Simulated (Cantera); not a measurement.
Dilute partial oxidation

An isothermal, constant-pressure homogeneous reactor starts with CH₃OH : O₂ : N₂ : CH₄ = 0.003 : 0.0034 : 1 : 0.052 (molar parts), equivalence ratio 32, at 1350 K and 10.0 bar.

Detailed kinetics in Cantera: GRI-Mech 3.0 (53 species, 325 reactions). GRI-Mech 3.0 stops at C3 and has no aromatics, soot or wall deposition, so with more carbon than oxygen in the feed, carbon stays in small species such as C2H2 where larger ones or solid carbon would form.

| t (s) | x CH₃OH | x O₂ | x CH₄ | x C₂H₆ | x O | x CH₃ | x H |
|---|---|---|---|---|---|---|---|
| 5.00e-6 | 0.00283 | 0.00321 | 0.0491 | 4.63e-11 | 9.05e-11 | 2.20e-7 | 1.57e-9 |
| 1.95e-5 | 0.00283 | 0.00321 | 0.0491 | 2.80e-9 | 1.04e-10 | 8.54e-7 | 2.30e-9 |
| 7.58e-5 | 0.00283 | 0.00321 | 0.0491 | 1.58e-7 | 1.64e-10 | 3.24e-6 | 6.20e-9 |
| 0.000295 | 0.00279 | 0.00320 | 0.0491 | 5.99e-6 | 3.38e-10 | 8.45e-6 | 1.94e-8 |
| 0.00115 | 0.00260 | 0.00312 | 0.0490 | 4.61e-5 | 4.39e-10 | 9.74e-6 | 3.06e-8 |
| 0.00447 | 0.00173 | 0.00269 | 0.0483 | 0.000213 | 6.81e-10 | 1.14e-5 | 6.63e-8 |
| 0.0174 | 0.000317 | 0.00182 | 0.0468 | 0.000334 | 5.32e-10 | 8.39e-6 | 6.03e-8 |
| 0.0678 | 3.35e-6 | 0.00121 | 0.0456 | 0.000175 | 3.52e-10 | 5.83e-6 | 4.87e-8 |
| 0.264 | 2.99e-7 | 0.000341 | 0.0434 | 8.84e-5 | 9.36e-11 | 4.08e-6 | 4.76e-8 |
| 1.03 | 1.58e-8 | 3.57e-6 | 0.0402 | 4.24e-5 | <1e-12 | 2.79e-6 | 5.03e-8 |
| 4.00 | 6.76e-9 | <1e-12 | 0.0329 | 2.92e-5 | <1e-12 | 2.27e-6 | 8.29e-8 |
x: mole fraction; the columns are a selection and need not sum to one.

Equilibrium at this temperature and pressure: CH₃OH 2.17e-12, O₂ <1e-12, CH₄ 0.0205, C₂H₆ 1.55e-5, O <1e-12, CH₃ 1.41e-6, H 1.66e-7 (gas phase only).
